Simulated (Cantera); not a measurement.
Cantera run, input and output.

```python
import numpy as np
import cantera as ct

gas = ct.Solution("gri30.yaml")
gas.TPX = 1800, 1900, {'CH4': 1, 'H2': 4.4}
inlet = ct.Reservoir(gas, clone=True)

reactor = ct.IdealGasConstPressureReactor(gas, energy="off", clone=False)
exhaust = ct.Reservoir(gas, clone=True)
tau = [0.33, 0.13, 0.051, 0.02, 0.0078, 0.003, 0.0012, 0.00046, 0.00018][0]
for a, b in ((inlet, reactor), (reactor, exhaust)):
    ct.MassFlowController(a, b, mdot=lambda t: reactor.mass / tau)
net = ct.ReactorNet([reactor])
show = ['CH4', 'H2', 'CH3', 'H', 'CH2', 'C2H', 'C2H2']

rows = []
print(f"{'tau/s':>10s}{'T/K':>9s}" + "".join(f"{s:>11s}" for s in show))
for tau in [0.33, 0.13, 0.051, 0.02, 0.0078, 0.003, 0.0012, 0.00046, 0.00018]:
    net.initial_time = 0.0
    net.advance(30 * tau)
    before = gas.X
    net.advance(40 * tau)
    drift = np.max(np.abs(gas.X - before) / (gas.X + 1e-9))
    rows.append([gas.T, *gas[show].X, drift])
    print(f"{tau:10.3e}{gas.T:9.1f}" + "".join(f"{x:11.3e}" for x in gas[show].X))
```

Output:

```
     tau/s      T/K        CH4         H2        CH3          H        CH2        C2H       C2H2
 3.300e-01   1800.0  4.413e-02  8.939e-01  1.586e-03  1.604e-03  2.360e-06  9.172e-07  5.845e-02
 1.300e-01   1800.0  6.984e-02  8.789e-01  2.268e-03  1.430e-03  2.820e-06  6.687e-07  4.700e-02
 5.100e-02   1800.0  1.033e-01  8.592e-01  3.005e-03  1.256e-03  3.147e-06  4.100e-07  3.206e-02
 2.000e-02   1800.0  1.394e-01  8.383e-01  3.477e-03  1.055e-03  3.068e-06  1.778e-07  1.616e-02
 7.800e-03   1800.0  1.688e-01  8.218e-01  3.062e-03  7.526e-04  2.105e-06  3.345e-08  4.176e-03
 3.000e-03   1800.0  1.821e-01  8.154e-01  1.583e-03  3.563e-04  6.195e-07  9.152e-10  2.395e-04
 1.200e-03   1800.0  1.844e-01  8.148e-01  6.395e-04  1.423e-04  1.121e-07  8.505e-12  5.571e-06
 4.600e-04   1800.0  1.849e-01  8.148e-01  2.443e-04  5.499e-05  1.698e-08  5.786e-14  9.806e-08
 1.800e-04   1800.0  1.851e-01  8.148e-01  9.503e-05  2.222e-05  2.525e-09  4.692e-16  1.970e-09
```

Computed with Cantera and GRI-Mech 3.0 (53 species, 325 reactions). GRI-Mech 3.0 stops at C3 and has no aromatics, soot or wall deposition, so with more carbon than oxygen in the feed, carbon stays in small species such as C2H2 where larger ones or solid carbon would form. Radical loss at walls, strong at low pressure, is not modelled.
